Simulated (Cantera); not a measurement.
Feed: 1 mol HMDSO, 0.14 mol NO, a varied amount of H₂, equilibrated at 1075 °C and 1000 Pa.

These are equilibrium values from Cantera (NASA tables, ideal gas, pure condensed phases), not measurements of a reactor. Candidate condensed phases: C, C₆H₆, C₇H₈, C₈H₁₈, H₂O, Si, SiC, SiO₂, Si₂N₂O, Si₃N₄; 151 gas species. The feed counts by its element totals alone. Equilibrium is a limit: real reactors are often held back by kinetics, nucleation or transport.

**Question.** At 46 mol H₂, list the 4 most abundant gas species with their mole fractions, and the condensed phases.

**Answer.** H₂ 0.978, CO 0.0203, N₂ 0.00124, CH₄ 5.58e-5. Condensed: C(graphite) + SiC(s).
